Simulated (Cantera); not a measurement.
Input: 1 mol SiC, 0.014 mol N2O, 8.6 mol N2, at 2098 K and 10000 Pa.

Equilibrium computed with Cantera from the NASA thermochemical tables; the gas is ideal and each condensed phase is pure. Candidate condensed phases: C, Si, SiC, SiO2, Si2N2O, Si3N4; 34 gas species. The tables' values for SiN are old estimates; treat these amounts as uncertain. Rates play no part.

Base state: N2 0.998, CO 0.00116, Si 0.000592, SiO 0.000460, SiN 3.89e-5, Si2C 2.40e-5, Si2N 2.12e-5 (mole fractions); condensed: SiC(s).

Problem. What changes in the equilibrium state with this change: pressure from 10000 Pa to 100000 Pa?

Solution. 
```
species        before     after
-----------  --------  --------
N2              0.998     0.998
CO            0.00116  0.000880
SiO          0.000460  0.000742
Si           0.000592   8.64e-5
Si2C          2.40e-5   3.51e-6
SiN           3.89e-5   1.80e-5
Si2N          2.12e-5   1.43e-5
SiC(s), mol     0.990     0.992
```
